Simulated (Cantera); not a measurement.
# Hydrocarbon pyrolysis for carbon deposition

A perfectly stirred reactor is fed with C2H6 : N2 = 1 : 170 (molar parts), at 0.133 bar; it is held at 1723 K, and followed from long to short residence time.

Computed with Cantera and GRI-Mech 3.0 (53 species, 325 reactions). GRI-Mech 3.0 stops at C3 and has no aromatics, soot or wall deposition, so with more carbon than oxygen in the feed, carbon stays in small species such as C2H2 where larger ones or solid carbon would form.

```json
[
 {"τ (s)": "7.2", "x C2H6": "1.85e-7", "x H": "7.30e-5", "x CH4": "0.000189", "x C2H4": "1.99e-6", "x H2": "0.0112", "x C2H2": "0.00551", "x HCN": "0.000333"},
 {"τ (s)": "2.4", "x C2H6": "5.21e-7", "x H": "8.71e-5", "x CH4": "0.000258", "x C2H4": "4.57e-6", "x H2": "0.0111", "x C2H2": "0.00550", "x HCN": "0.000256"},
 {"τ (s)": "0.77", "x C2H6": "1.49e-6", "x H": "0.000109", "x CH4": "0.000334", "x C2H4": "1.11e-5", "x H2": "0.0109", "x C2H2": "0.00547", "x HCN": "0.000204"},
 {"τ (s)": "0.25", "x C2H6": "4.14e-6", "x H": "0.000138", "x CH4": "0.000420", "x C2H4": "2.66e-5", "x H2": "0.0107", "x C2H2": "0.00541", "x HCN": "0.000160"},
 {"τ (s)": "0.081", "x C2H6": "1.15e-5", "x H": "0.000172", "x CH4": "0.000531", "x C2H4": "6.46e-5", "x H2": "0.0104", "x C2H2": "0.00529", "x HCN": "0.000119"},
 {"τ (s)": "0.026", "x C2H6": "3.22e-5", "x H": "0.000211", "x CH4": "0.000675", "x C2H4": "0.000158", "x H2": "0.00993", "x C2H2": "0.00507", "x HCN": "8.20e-5"},
 {"τ (s)": "0.0086", "x C2H6": "8.77e-5", "x H": "0.000251", "x CH4": "0.000829", "x C2H4": "0.000369", "x H2": "0.00917", "x C2H2": "0.00464", "x HCN": "5.33e-5"},
 {"τ (s)": "0.0028", "x C2H6": "0.000241", "x H": "0.000289", "x CH4": "0.000937", "x C2H4": "0.000811", "x H2": "0.00791", "x C2H2": "0.00383", "x HCN": "3.21e-5"},
 {"τ (s)": "0.00091", "x C2H6": "0.000656", "x H": "0.000309", "x CH4": "0.000859", "x C2H4": "0.00150", "x H2": "0.00598", "x C2H2": "0.00250", "x HCN": "1.76e-5"}
]
```
x: mole fraction; the columns are a selection and need not sum to one.
